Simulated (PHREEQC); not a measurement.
A made-up water analysis in mg/kgw, 15 °C, pH 2.82, pe 10:

```json
[
 {"constituent": "Na", "mg/kgw": "1730"},
 {"constituent": "K", "mg/kgw": "352"},
 {"constituent": "Ca", "mg/kgw": "21.2"},
 {"constituent": "Mg", "mg/kgw": "263"},
 {"constituent": "Cl", "mg/kgw": "240"},
 {"constituent": "S(6) as SO4", "mg/kgw": "5140"},
 {"constituent": "F", "mg/kgw": "0.81"},
 {"constituent": "Cu(2)", "mg/kgw": "106"},
 {"constituent": "Zn", "mg/kgw": "15.3"},
 {"constituent": "Fe(3)", "mg/kgw": "16.7"}
]
```

Valence states are taken as typed.

Computed with PHREEQC (ion-association model, wateq4f.dat).

No solid was allowed to form.

### Question
Order these S species by the share of S that they hold, largest first: MgSO4, HSO4-, SO4-2, CuSO4, NaSO4-.

### Answer
SO4-2 (74 %), MgSO4 (9.5 %), NaSO4- (8.3 %), HSO4- (3.9 %), CuSO4 (1.5 %)

### Question
Order these F species by the share of F that they hold, largest first: FeF2+, FeF+2, MgF+, HF, F-.

### Answer
FeF+2 (55 %), HF (20 %), F- (15 %), FeF2+ (8.0 %), MgF+ (1.7 %)

The pH is 2.82 and the ionic strength 0.141 mol/kgw. Examples of supersaturated solids here: Jarosite-K, Hematite (slow to form). Others may be too. Fluoro complexes past AlF4- and FeF3 are missing from the database.
